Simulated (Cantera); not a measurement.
A perfectly stirred reactor is fed with CH4 : H2 : H = 0.024 : 1 : 0.028 (molar parts), at 105 Torr; it is held at 1698 K, and followed from long to short residence time.

Computed with Cantera and GRI-Mech 3.0 (53 species, 325 reactions). GRI-Mech 3.0 stops at C3 and has no aromatics, soot or wall deposition, so with more carbon than oxygen in the feed, carbon stays in small species such as C2H2 where larger ones or solid carbon would form.

Task: Predict: x(CH4) at τ = 0.610 s; x(H2) at τ = 0.610 s; x(H) at τ = 0.610 s; x(C2H6) at τ = 0.610 s; x(CH2) at τ = 0.610 s; x(CH4) at τ = 30.0 ms; x(H2) at τ = 30.0 ms; x(H) at τ = 30.0 ms; x(C2H6) at τ = 30.0 ms; x(CH2) at τ = 30.0 ms.

Result: 
| Item | Value |
|---|---|
| x(CH4) at τ = 0.610 s | 0.0115 |
| x(H2) at τ = 0.610 s | 0.982 |
| x(H) at τ = 0.610 s | 0.000482 |
| x(C2H6) at τ = 0.610 s | 6.99e-7 |
| x(CH2) at τ = 0.610 s | 5.57e-8 |
| x(CH4) at τ = 30.0 ms | 0.0165 |
| x(H2) at τ = 30.0 ms | 0.979 |
| x(H) at τ = 30.0 ms | 0.00115 |
| x(C2H6) at τ = 30.0 ms | 4.21e-6 |
| x(CH2) at τ = 30.0 ms | 4.23e-7 |
